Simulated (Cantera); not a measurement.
Cantera run:

```python
import numpy as np
import cantera as ct

gas_names = """
    CL CLO CL2 H HCL HNO HNO2 HNO3 HOCL HO2 H2 H2O H2O2 N NH NH2 NH3 NH2OH NO NO2 NO3 N2 N2H2 N2H4 N2O O
    OH O2 O3 Si SiCL SiCL2 SiCL3 SiCL4 SiH SiHCL3 SiH2 SiH2CL2 SiH3 SiH3CL SiH4 SiN SiO SiO2 Si2 Si2N
    Si3
""".split()
cond_names = """
    H2O(s) H2O(L) NH4CL(a) NH4CL(b) Si(cr) Si(L) SiO2(Lqz) SiO2(hqz) SiO2(L) Si2N2O(s) Si3N4(a)
""".split()


def load(file, names, dense=False):
    # The tables refer to 1 bar. Condensed volumes are neglected.
    table = {s.name: s for s in ct.Species.list_from_file(file)}
    out = []
    for n in names:
        d = dict(table[n].input_data)
        d["thermo"] = dict(d["thermo"], **{"reference-pressure": 1e5})
        if dense:
            d["equation-of-state"] = {"model": "constant-volume", "density": "1e6 g/cm^3"}
        out.append(ct.Species.from_dict(d))
    return out


gas = ct.Solution(thermo="ideal-gas", species=load("nasa_gas.yaml", gas_names))
cond = {s.name: ct.Solution(thermo="fixed-stoichiometry", species=[s], name=s.name)
        for s in load("nasa_condensed.yaml", cond_names, dense=True)}
atoms = {
    'SiCl4': {'Si': 1, 'CL': 4},
    'NO': {'N': 1, 'O': 1},
    'H2': {'H': 2},
}
top_T = {'Si2N2O(s)': 2100, 'Si3N4(a)': 2400}  # K; cautious upper limits of use, not melting points


def equilibrate(T, P, feed):
    n = {}
    for name, mol in feed.items():
        for a, k in atoms[name].items():
            n[a] = n.get(a, 0.0) + k * mol
    gas.TPX = T, P, n
    mass = sum(n.values()) * gas.mean_molecular_weight
    gas.equilibrate("TP")
    valid = [c for c in cond.values() if c.min_temp <= T <= top_T.get(c.name, c.max_temp)]
    mix = ct.Mixture([(gas, mass / gas.mean_molecular_weight)] + [(c, 0.0) for c in valid])
    mix.T, mix.P = T, P
    mix.equilibrate("TP", solver="vcs", rtol=1e-11, max_steps=5000)
    return mix


results = []
feed = {'SiCl4': 1, 'NO': 0.21, 'H2': 48}  # mol
T = 1600  # K
for P in [5, 15, 45, 140, 410, 1200, 3700, 11000, 33000, 100000]:
    mix = equilibrate(T, P, feed)
    results.append((T, P, feed, dict(zip(mix.species_names, mix.species_moles))))

top = {s: max(r[3][s] / sum(r[3][g] for g in gas_names) for r in results) for s in gas_names}
cols = sorted((s for s in top if top[s] > 0.001), key=lambda s: -top[s])[:7]
seen = [c for c in cond_names if any(r[3].get(c, 0) > 1e-12 for r in results)]
print("log10 of partial pressures in bar; condensed amounts in mol")
print(f"{'P/Pa':>10s}" + "".join(f"{s[:9]:>10s}" for s in cols + seen))
for T, P, feed, n in results:
    ng = sum(n[g] for g in gas_names)
    print(f"{P:10.4g}" + "".join(f"{np.log10(max(n[s] / ng * P / 1e5, 1e-99)):10.3f}" for s in cols)
          + "".join(f"{n.get(c, 0):10.4g}" for c in seen))
```

Result:

```
log10 of partial pressures in bar; condensed amounts in mol
      P/Pa        H2       HCL     SiCL2         H       SiO        N2        Si    Si(cr) Si2N2O(s)
         5    -4.339    -5.558    -6.240    -6.434    -6.683    -6.984    -7.011   0.09218         0
        15    -3.860    -5.078    -5.759    -6.194    -6.205    -6.506    -7.011    0.1622         0
        45    -3.381    -4.600    -5.281    -5.955    -5.727    -6.028    -7.011    0.1863         0
       140    -2.888    -4.106    -4.787    -5.709    -5.234    -5.535    -7.011    0.1948         0
       410    -2.421    -3.640    -4.321    -5.475    -4.767    -5.068    -7.011    0.1975         0
      1200    -1.954    -3.174    -3.855    -5.242    -4.300    -4.601    -7.011    0.1979         0
      3700    -1.464    -2.684    -3.367    -4.997    -3.991    -4.608    -7.011    0.1254   0.07155
   1.1e+04    -0.990    -2.213    -2.898    -4.760    -3.618    -4.981    -7.011   0.09404    0.1002
   3.3e+04    -0.513    -1.740    -2.430    -4.521    -3.158    -5.441    -7.011   0.08397    0.1044
     1e+05    -0.031    -1.269    -1.969    -4.280    -2.679    -5.920    -7.011   0.07062    0.1049
```

These are equilibrium values from Cantera (NASA tables, ideal gas, pure condensed phases), not measurements of a reactor. Mutual solubility and eutectic melting of coexisting phases are not modelled. The tables' values for SiCl3, SiCl are old estimates; treat these amounts as uncertain.
